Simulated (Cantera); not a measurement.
Charge: 1 mol SiH4, 13 mol NH3, 0.5 mol H2, equilibrated at 575 °C and 0.100 bar.

Equilibrium computed with Cantera from the NASA thermochemical tables; the gas is ideal and each condensed phase is pure. Candidate condensed phases: Si, Si3N4; 18 gas species. Rates play no part.

Base state: H2 0.790, N2 0.210, NH3 6.07e-5 (mole fractions); condensed: Si3N4(s).

Problem. What changes in the equilibrium state with this change: SiH4 replaced by SiF4?

Solution. 
| species | before | after |
|---|---|---|
| H2 | 0.790 | 0.727 |
| N2 | 0.210 | 0.236 |
| SiF4 | 0 | 0.0363 |
| HF | 0 | 0.000111 |
| SiHF3 | 0 | 2.70e-5 |
| NH3 | 6.07e-5 | 5.69e-5 |
| Si3N4(s), mol | 0.333 | 0.000193 |
